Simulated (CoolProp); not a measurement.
Toluene at several states: fugacity coefficient from the reference equation and from simpler models built on Tc = 318.6 °C, pc = 4126 kPa, ω = 0.266; each cubic takes its own stable root.

Computed with CoolProp (reference Helmholtz-energy equation of state, Lemmon 2006). It is a short technical equation, of lower accuracy than the large ones.

| T (°C) | p (kPa) | phase | reference | Redlich-Kwong | Peng-Robinson |
|---|---|---|---|---|---|
| -79.55 | 1330 | liquid | [?] | [?] | 5.652e-7 |
| 3.85 | 1330 | liquid | 0.0009190 | [?] | [?] |
| 131.95 | 16.8 | gas | 0.9947 | 0.9960 | 0.9954 |
| 76.25 | 11.4 | gas | 0.9939 | 0.9960 | 0.9953 |
| 18.35 | 2990 | liquid | [?] | [?] | [?] |
| -31.45 | 1020 | liquid | [?] | 0.0003582 | 0.0001085 |

Problem. Some entries are withheld; supply them.

Solution. 
- -79.55, reference: 3.675e-7
- -79.55, Redlich-Kwong: 1.844e-6
- 3.85, Redlich-Kwong: 0.002861
- 3.85, Peng-Robinson: 0.0009868
- 18.35, reference: 0.001014
- 18.35, Redlich-Kwong: 0.002925
- 18.35, Peng-Robinson: 0.001066
- -31.45, reference: 9.252e-5
